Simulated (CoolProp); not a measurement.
Vapour-liquid equilibrium of ethanol (1) + dimethyl carbonate (2) at 398.8 K; x and y are mole fractions of (1).

Computed with CoolProp (multi-fluid Helmholtz-energy mixture model, Schroeder 2014 and Zhou 2011; pair parameters Bell 2016).

```
x      bubble pressure, mixture model (MPa)  bubble pressure, Raoult's law (MPa)  y, mixture model  y, Raoult's law
-----  ------------------------------------  -----------------------------------  ----------------  ---------------
0.05                                 0.3199                               0.2908             0.160            0.087
0.125                                0.3698                               0.3078             0.315            0.205
0.2                                  0.4093                               0.3247             0.419            0.311
0.275                                0.4403                               0.3417             0.493            0.407
0.35                                 0.4646                               0.3586             0.550            0.493
0.425                                0.4836                               0.3756             0.597            0.572
0.5                                  0.4984                               0.3926             0.638            0.644
0.575                                0.5099                               0.4095             0.677            0.710
0.65                                 0.5185                               0.4265             0.715            0.771
0.725                                0.5242                               0.4435             0.756            0.827
0.8                                  0.5267                               0.4604             0.803            0.879
0.875                                0.5248                               0.4774             0.860            0.927
0.95                                 0.5164                               0.4943             0.935            0.972
```

The largest gap from Raoult's law is +29.6 % in bubble pressure, at x = 0.35. y crosses x between x = 0.8 and 0.875: the model has an azeotrope there.

Pair parameters are fitted to limited data, so mixtures are less certain than the pure fluids.
